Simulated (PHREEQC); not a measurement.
A solution holds 0.0046 mol NaH2PO4, 0.0051 mol KOH and 0.0089 mol NaCl per kg of water, at 60 °C. Closed to the air; pH follows from the charge balance.

All values are PHREEQC results (ion-association model, phreeqc.dat), not measurements.

Question: The ionic strength comes out as 0.0231 mol/kgw. What activity coefficients do K+, H2PO4-, PO4-3, KHPO4-, Na+ get?

Answer: K+ 0.85, H2PO4- 0.86, PO4-3 0.24, KHPO4- 0.86, Na+ 0.86.

No solid was allowed to form. Species that the database lacks are ignored. Constants without temperature data keep their 25 °C values here.
